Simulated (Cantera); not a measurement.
Input: 1 mol SiF4, 0.73 mol N2O, 5.8 mol H2, equilibrated at 1.33 mbar.

These are equilibrium values from Cantera (NASA tables, ideal gas, pure condensed phases), not measurements of a reactor. Candidate condensed phases: H2O, Si, SiO2, Si2N2O, Si3N4; 58 gas species. The tables' values for SiF3, SiF2, SiF are old estimates; treat these amounts as uncertain. Rates play no part. All values below are at 1900 K.

Base state: H2 0.455, HF 0.341, N2 0.0797, SiO 0.0795, H 0.0147, SiF3 0.0132, SiF4 0.0115, SiF2 0.00496 (mole fractions); condensed: gas only.

**Question.** What changes in the equilibrium state with this change: SiF4 replaced by SiCl4?

**Answer.** 
```csv
species,before,after
H2,0.455,0.431
HCl,0,0.361
N2,0.0797,0.0779
HF,0.341,0
SiCl2,0,0.0280
SiF3,0.0132,0
SiF4,0.0115,0
H,0.0147,0.0143
SiO,0.0795,0.0779
Cl,0,0.00901
SiF2,0.00496,0
SiCl,0,0.000320
SiCl3,0,0.000187
SiHF3,7.19e-5,0
```
The tables' values for SiCl, SiCl3 are old estimates; treat these amounts as uncertain. Further candidate phases: NH4Cl.
